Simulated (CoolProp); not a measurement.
Model: reference Helmholtz-energy equation of state, Wagner 2002, in CoolProp.

For water, give the phase and the cp (kJ/(kg K)), Joule-Thomson coefficient (K/MPa) at 131.95 °C and 281 bar; 138.75 °C and 281 bar; 186.65 °C and 281 bar.


- 131.95 °C and 281 bar: liquid; cp 4.20, Joule-Thomson coefficient -0.165
- 138.75 °C and 281 bar: liquid; cp 4.21, Joule-Thomson coefficient -0.160
- 186.65 °C and 281 bar: liquid; cp 4.32, Joule-Thomson coefficient -0.124
